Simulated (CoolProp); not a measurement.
R1224YDZ along the isotherm 473.1 K: Z from the reference equation and from simpler models built on Tc = 428.7 K, pc = 3.334 MPa, ω = 0.325; each cubic takes its own stable root.

Values from CoolProp's reference Helmholtz-energy equation of state, Akasaka 2023.

```tsv
p (MPa)	phase	reference	van der Waals	Redlich-Kwong	Soave-Redlich-Kwong	Peng-Robinson
2.78	gas	0.7715	0.7626	0.7555	0.7782	0.7536
5.56	supercritical	0.4717	0.4394	0.4519	0.5257	0.4943
8.34	supercritical	0.4198	0.5239	0.4663	0.5047	0.4649
11.1	supercritical	0.4941	0.6379	0.5439	0.5728	0.5231
13.9	supercritical	0.5781	0.7555	0.6288	0.6539	0.5947
16.7	supercritical	0.6630	0.8721	0.7141	0.7372	0.6689
19.4	supercritical	0.7442	0.9832	0.7957	0.8175	0.7407
22.2	supercritical	0.8275	1.097	0.8793	0.9001	0.8148
25	supercritical	0.9098	1.210	0.9618	0.9819	0.8883
27.8	supercritical	0.9910	1.321	1.043	1.063	0.9611
30.6	supercritical	1.071	1.432	1.124	1.143	1.033
33.3	supercritical	1.148	1.537	1.201	1.219	1.102
```
